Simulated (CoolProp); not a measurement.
Vapour pressure (kPa) of R114: the reference equation beside estimates from Tc = 420.6 K, pc = 3352 kPa, ω = 0.252. Clausius-Clapeyron is anchored at 289.3 K with a constant enthalpy of vaporisation of 22.46 kJ/mol.

Values from CoolProp's reference Helmholtz-energy equation of state, Platzer 1990. This equation is an older, rougher fit; its heat capacities, sound speeds and derivatives of the liquid may be far off and weren't checked against measurements.

```
T (K)  reference  Lee-Kesler  Clausius-Clapeyron  Redlich-Kwong  Soave-Redlich-Kwong  Peng-Robinson
-----  ---------  ----------  ------------------  -------------  -------------------  -------------
289.3      159.7       157.4               159.7          252.3                157.3          157.1
294.5      190.4       188.0               188.4          293.8                187.9          187.3
299.7      225.3       223.0               220.9          339.9                222.9          221.7
304.9      264.9       262.8               257.6          391.1                262.6          260.8
310.1      309.6       307.6               298.8          447.5                307.6          305.1
315.3      359.8       358.0               345.0          509.4                358.2          354.8
320.5      415.9       414.3               396.5          577.1                414.9          410.5
325.7      478.3       476.9               453.6          650.9                478.1          472.6
330.9      547.5       546.3               516.7          731.1                548.2          541.6
336.2      625.4       624.4               587.7          819.5                627.3          619.4
341.4      709.6       708.7               664.2          913.2                712.9          703.7
346.6      802.0       801.1               748.0           1014                806.9          796.3
```

Absolute difference from the reference over all 12 rows, mean and median: Lee-Kesler 0.6 and 0.4 %, Clausius-Clapeyron 4.0 and 4.4 %, Redlich-Kwong 41.0 and 40.2 %, Soave-Redlich-Kwong 0.6 and 0.5 %, Peng-Robinson 1.3 and 1.3 %.
